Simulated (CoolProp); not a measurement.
A single-stage vapour-compression cycle with n-perfluoropentane: evaporating at 302.15 K (dew point), condensing at 324.15 K (bubble point), superheat 0 K, subcooling 8 K, compressor efficiency 0.8, no pressure losses. Each further row changes one setting.

Model: reference Helmholtz-energy equation of state, Gao 2022, in CoolProp.

```csv
case,cooling COP,pressure ratio,discharge temperature (K),refrigerating effect (kJ/kg),volumetric capacity (kJ/m³)
as stated,10.4,2.10,324.1,75.7,921
evaporating temperature 307.15 K,14.1,…,324.1,79.5,…
condensing temperature 319.15 K,13.9,…,319.2,81.1,987
subcooling 13 K,11.1,2.10,324.1,81.1,987
superheat 10 K,10.7,2.10,324.1,…,…
compressor efficiency 0.7,9.07,2.10,324.1,75.7,921
```

**Question.** Some entries are withheld; supply them.

**Answer.** 
- evaporating temperature 307.15 K, pressure ratio: 1.76
- evaporating temperature 307.15 K, volumetric capacity (kJ/m³): 1150
- condensing temperature 319.15 K, pressure ratio: 1.79
- superheat 10 K, refrigerating effect (kJ/kg): 84.1
- superheat 10 K, volumetric capacity (kJ/m³): 983

The compression ends wet for: as stated; evaporating temperature 307.15 K; condensing temperature 319.15 K; subcooling 13 K; superheat 10 K; compressor efficiency 0.7.
